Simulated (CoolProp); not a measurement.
Vapour-liquid equilibrium of R22 (1) + C3F8 (R218) (2) at 285.6 K; x and y are mole fractions of (1).

Values from CoolProp's multi-fluid Helmholtz-energy mixture model, Kamei 1995 and Lemmon 2006; pair parameters Bell 2016.

### Question
Give the bubble pressure and the first vapour's composition at x = 0.05, 0.65, 0.95. Is there an azeotrope?

### Answer
x = 0.05: 0.6594 MPa, y = 0.106; x = 0.65: 0.8924 MPa, y = 0.635; x = 0.95: 0.7870 MPa, y = 0.898. y crosses x between x = 0.5 and 0.65: the model has an azeotrope there.

The pair parameters rest on a limited set of measurements; away from them the model extrapolates.
